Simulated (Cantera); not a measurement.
## SiH2Cl2 + HCl + H2 (silicon epitaxy and polysilicon growth)

Input: 1 mol SiH2Cl2, 4 mol HCl, 14 mol H2, at 948.15 K and 0.300 bar.

Cantera equilibrium calculation (NASA polynomials, part measured and part estimated; ideal gas, pure solids and liquids). Candidate condensed phases: Si; 19 gas species. The tables' values for SiCl3 are old estimates; treat these amounts as uncertain. The numbers say what is thermodynamically allowed, not how fast it happens.

```yaml
x(H2): 0.840
x(HCl): 0.107
x(SiCl4): 0.0508
x(SiHCl3): 0.00180
x(SiCl3): 3.08e-5
x(SiH2Cl2): 6.44e-6
gas_amount: 19.00 mol
log10 activity of Si(s) (absent): -4.52
```
